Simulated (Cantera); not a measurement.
Cantera run:

```python
import numpy as np
import cantera as ct

gas_names = """
    CL CL2 H HCL H2 N NH NH2 NH3 N2 N2H2 N2H4 Si SiCL SiCL2 SiCL3 SiCL4 SiH SiHCL3 SiH2 SiH2CL2 SiH3
    SiH3CL SiH4 SiN Si2 Si2N Si3
""".split()
cond_names = """
    NH4CL(a) NH4CL(b) Si(cr) Si(L) Si3N4(a)
""".split()


# ... load() reads the species with a 1 bar reference pressure and builds the phases ...
atoms = {
    'SiH2Cl2': {'Si': 1, 'H': 2, 'CL': 2},
    'N2': {'N': 2},
    'H2': {'H': 2},
    'NH3': {'N': 1, 'H': 3},
}
top_T = {'Si3N4(a)': 2400}  # K; cautious upper limits of use, not melting points


# ... equilibrate(T, P, feed) seeds the gas with the atoms and calls Mixture.equilibrate('TP', solver="vcs", rtol=1e-11, max_steps=5000) ...
results = []
feed = {'SiH2Cl2': 1, 'N2': 0.32, 'H2': 0.38, 'NH3': 1.1}  # mol
for P in [5, 15, 45, 140, 410, 1200, 3700, 11000, 33000, 100000]:
    for T in [900, 975, 1050, 1125, 1200, 1275, 1350, 1425, 1500, 1575, 1650]:
        mix = equilibrate(T, P, feed)
        results.append((T, P, feed, dict(zip(mix.species_names, mix.species_moles))))

for T, P, feed, n in results:
    print(f"{T:7g} {P:10.4g}  " + (" + ".join(c for c in cond_names if n.get(c, 0) > 1e-12) or "gas only"))
```

Output:

```
    900          5  Si3N4(a)
    975          5  Si3N4(a)
   1050          5  Si3N4(a)
   1125          5  Si3N4(a)
   1200          5  Si3N4(a)
   1275          5  Si3N4(a)
   1350          5  Si3N4(a)
   1425          5  Si(cr)
   1500          5  Si(cr)
   1575          5  Si(cr)
   1650          5  Si(cr)
    900         15  Si3N4(a)
    975         15  Si3N4(a)
   1050         15  Si3N4(a)
   1125         15  Si3N4(a)
   1200         15  Si3N4(a)
   1275         15  Si3N4(a)
   1350         15  Si3N4(a)
   1425         15  Si3N4(a)
   1500         15  Si(cr)
   1575         15  Si(cr)
   1650         15  Si(cr)
    900         45  Si3N4(a)
    975         45  Si3N4(a)
   1050         45  Si3N4(a)
   1125         45  Si3N4(a)
   1200         45  Si3N4(a)
   1275         45  Si3N4(a)
   1350         45  Si3N4(a)
   1425         45  Si3N4(a)
   1500         45  Si3N4(a)
   1575         45  Si(cr)
   1650         45  Si(cr)
    900        140  Si3N4(a)
    975        140  Si3N4(a)
   1050        140  Si3N4(a)
   1125        140  Si3N4(a)
   1200        140  Si3N4(a)
   1275        140  Si3N4(a)
   1350        140  Si3N4(a)
   1425        140  Si3N4(a)
   1500        140  Si3N4(a)
   1575        140  Si(cr) + Si3N4(a)
   1650        140  Si(cr)
    900        410  Si3N4(a)
    975        410  Si3N4(a)
   1050        410  Si3N4(a)
   1125        410  Si3N4(a)
   1200        410  Si3N4(a)
   1275        410  Si3N4(a)
   1350        410  Si3N4(a)
   1425        410  Si3N4(a)
   1500        410  Si3N4(a)
   1575        410  Si3N4(a)
   1650        410  Si(cr) + Si3N4(a)
    900       1200  Si3N4(a)
    975       1200  Si3N4(a)
   1050       1200  Si3N4(a)
   1125       1200  Si3N4(a)
   1200       1200  Si3N4(a)
   1275       1200  Si3N4(a)
   1350       1200  Si3N4(a)
   1425       1200  Si3N4(a)
   1500       1200  Si3N4(a)
   1575       1200  Si3N4(a)
   1650       1200  Si3N4(a)
    900       3700  Si3N4(a)
    975       3700  Si3N4(a)
   1050       3700  Si3N4(a)
   1125       3700  Si3N4(a)
   1200       3700  Si3N4(a)
   1275       3700  Si3N4(a)
   1350       3700  Si3N4(a)
   1425       3700  Si3N4(a)
   1500       3700  Si3N4(a)
   1575       3700  Si3N4(a)
   1650       3700  Si3N4(a)
    900    1.1e+04  Si3N4(a)
    975    1.1e+04  Si3N4(a)
   1050    1.1e+04  Si3N4(a)
   1125    1.1e+04  Si3N4(a)
   1200    1.1e+04  Si3N4(a)
   1275    1.1e+04  Si3N4(a)
   1350    1.1e+04  Si3N4(a)
   1425    1.1e+04  Si3N4(a)
   1500    1.1e+04  Si3N4(a)
   1575    1.1e+04  Si3N4(a)
   1650    1.1e+04  Si3N4(a)
    900    3.3e+04  Si3N4(a)
    975    3.3e+04  Si3N4(a)
   1050    3.3e+04  Si3N4(a)
   1125    3.3e+04  Si3N4(a)
   1200    3.3e+04  Si3N4(a)
   1275    3.3e+04  Si3N4(a)
   1350    3.3e+04  Si3N4(a)
   1425    3.3e+04  Si3N4(a)
   1500    3.3e+04  Si3N4(a)
   1575    3.3e+04  Si3N4(a)
   1650    3.3e+04  Si3N4(a)
    900      1e+05  Si3N4(a)
    975      1e+05  Si3N4(a)
   1050      1e+05  Si3N4(a)
   1125      1e+05  Si3N4(a)
   1200      1e+05  Si3N4(a)
   1275      1e+05  Si3N4(a)
   1350      1e+05  Si3N4(a)
   1425      1e+05  Si3N4(a)
   1500      1e+05  Si3N4(a)
   1575      1e+05  Si3N4(a)
   1650      1e+05  Si3N4(a)
```

Cantera equilibrium calculation (NASA polynomials, part measured and part estimated; ideal gas, pure solids and liquids). Mutual solubility and eutectic melting of coexisting phases are not modelled. The tables' values for SiCl3 are old estimates.
